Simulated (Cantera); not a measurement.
Cantera run, input and output.

```python
import numpy as np
import cantera as ct

gas = ct.Solution("gri30.yaml")
gas.TPX = 1323, 5500, {'C3H8': 1, 'H2': 15, 'N2': 0.56}
reactor = ct.IdealGasConstPressureReactor(gas, energy="off", clone=False)
net = ct.ReactorNet([reactor])
net.rtol, net.atol = 1e-08, 1e-18
show = ['C3H8', 'H2', 'CH2', 'C2H4', 'C2H2']
times = np.geomspace(3e-05, 100, 11)

steps = ct.SolutionArray(gas, extra=["t"])
rows = []
print(f"{'t/s':>10s}{'T/K':>9s}{'P/Pa':>11s}" + "".join(f"{s:>11s}" for s in show))
for t in times:
    while net.time < t:
        t_next = net.step()
        steps.append(gas.state, t=t_next)
    rows.append([np.interp(t, steps.t, y) for y in (steps.T, steps.P, *steps(*show).X.T)])
    print(f"{t:10.3e}{rows[-1][0]:9.1f}{rows[-1][1]:11.4g}" + "".join(f"{x:11.3e}" for x in rows[-1][2:]))
rate = np.gradient(steps.T, steps.t)
print("integrator steps:", len(steps.t))
if steps.T.max() > steps.T[0] + 200:
    print(f"time of steepest temperature rise: {steps.t[rate.argmax()]:.4e} s")
gas.TPX = 1323, 5500, {'C3H8': 1, 'H2': 15, 'N2': 0.56}
gas.equilibrate("TP")
print(f"equilibrium (TP): T = {gas.T:.1f} K  " + "  ".join(f"{s} {gas[s].X[0]:.3e}" for s in show))
```

It prints:

```
       t/s      T/K       P/Pa       C3H8         H2        CH2       C2H4       C2H2
 3.000e-05   1323.0       5500  6.025e-02  9.057e-01  3.655e-10  7.283e-05  4.893e-10
 1.347e-04   1323.0       5500  5.886e-02  9.045e-01  2.597e-08  1.277e-03  2.801e-07
 6.049e-04   1323.0       5500  4.237e-02  8.904e-01  2.031e-07  1.636e-02  7.394e-05
 2.716e-03   1323.0       5500  3.508e-03  8.574e-01  6.309e-08  5.006e-02  2.711e-03
 1.220e-02   1323.0       5500  5.294e-05  8.549e-01  1.929e-09  4.824e-02  7.709e-03
 5.477e-02   1323.0       5500  2.787e-07  8.555e-01  1.990e-10  4.356e-02  1.221e-02
 2.460e-01   1323.0       5500  3.529e-08  8.567e-01  1.211e-10  3.360e-02  2.157e-02
 1.104e+00   1323.0       5500  1.158e-08  8.592e-01  7.910e-11  1.407e-02  3.988e-02
 4.959e+00   1323.0       5500  3.062e-09  8.602e-01  4.789e-11  4.984e-03  4.835e-02
 2.227e+01   1323.0       5500  2.921e-09  8.599e-01  4.709e-11  4.780e-03  4.830e-02
 1.000e+02   1323.0       5500  2.909e-09  8.586e-01  4.688e-11  4.692e-03  4.746e-02
integrator steps: 1118
equilibrium (TP): T = 1323.0 K  C3H8 2.423e-09  H2 8.555e-01  CH2 4.357e-11  C2H4 3.910e-03  C2H2 3.956e-02
```

Cantera simulation using GRI-Mech 3.0 (53 species, 325 reactions); the numbers are that mechanism's predictions, not measurements. GRI-Mech 3.0 was tuned for natural gas; its chemistry of propane as a main component is partial and can be far from experiment. GRI-Mech 3.0 stops at C3 and has no aromatics, soot or wall deposition, so with more carbon than oxygen in the feed, carbon stays in small species such as C2H2 where larger ones or solid carbon would form.
